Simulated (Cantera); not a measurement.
**Adiabatic ignition**

An adiabatic, constant-volume homogeneous reactor starts with 26.9 % CO, 1.83 % H2, 1.61 % CH4, 14.6 % O2, 55.1 % N2, at 1350 K and 278 Torr.

Computed with Cantera and GRI-Mech 3.0 (53 species, 325 reactions).

| t (s) | T (K) | P (bar) | x CO | x H2 | x CH4 | x CH2CO | x HO2 | x CH2O | x NO |
|---|---|---|---|---|---|---|---|---|---|
| 8.00e-6 | 1350 | 0.370 | 0.269 | 0.0183 | 0.0161 | <1e-12 | 1.02e-8 | 6.46e-11 | <1e-12 |
| 2.83e-5 | 1350 | 0.370 | 0.269 | 0.0183 | 0.0161 | 2.74e-12 | 3.68e-8 | 2.99e-9 | <1e-12 |
| 0.000100 | 1350 | 0.370 | 0.269 | 0.0183 | 0.0161 | 4.95e-10 | 4.68e-7 | 4.98e-7 | <1e-12 |
| 0.000355 | 2036 | 0.554 | 0.174 | 0.00712 | <1e-12 | <1e-12 | 3.70e-6 | 1.45e-10 | 3.89e-5 |
| 0.00126 | 2750 | 0.714 | 0.153 | 0.00546 | <1e-12 | <1e-12 | 3.76e-6 | 2.00e-10 | 0.00283 |
| 0.00445 | 2797 | 0.723 | 0.149 | 0.00531 | <1e-12 | <1e-12 | 4.03e-6 | 2.31e-10 | 0.0115 |
| 0.0158 | 2796 | 0.723 | 0.149 | 0.00532 | <1e-12 | <1e-12 | 4.00e-6 | 2.31e-10 | 0.0124 |
| 0.0558 | 2796 | 0.723 | 0.149 | 0.00532 | <1e-12 | <1e-12 | 4.00e-6 | 2.31e-10 | 0.0124 |
| 0.198 | 2796 | 0.723 | 0.149 | 0.00532 | <1e-12 | <1e-12 | 4.00e-6 | 2.31e-10 | 0.0124 |
| 0.700 | 2796 | 0.723 | 0.149 | 0.00532 | <1e-12 | <1e-12 | 4.00e-6 | 2.31e-10 | 0.0124 |
x: mole fraction; the columns are a selection and need not sum to one.

The time of steepest temperature rise comes out as 0.248 ms and the temperature at 0.700 s comes out as 2796 K. The equilibrium temperature comes out as 2796 K and the x(CO) at 0.700 s is 0.149 (gas-phase equilibrium 0.149). The x(H2) at 0.700 s comes out as 0.00532 (gas-phase equilibrium 0.00532) and the x(CH4) at 0.700 s is <1e-12 (gas-phase equilibrium <1e-12).
